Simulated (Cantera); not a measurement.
Feed: 1 mol CH₂F₂, 0.5 mol F₂, at 61.0 Pa.

Method: chemical equilibrium by Gibbs-energy minimisation in Cantera with the NASA 1993 tables (ideal gas, pure condensed phases). Candidate condensed phases: C, C₆H₆, C₇H₈, C₈H₁₈; 110 gas species. Ions and electrons are included (thermal ionisation). Equilibrium is a limit: real reactors are often held back by kinetics, nucleation or transport.

### Question
At 3000 K, list the 7 most abundant gas species with their mole fractions, and the condensed phases.

### Answer
F 0.402, HF 0.291, H 0.183, C₃ 0.0511, C 0.0385, CF 0.0216, C₂ 0.0112. Condensed: gas only.
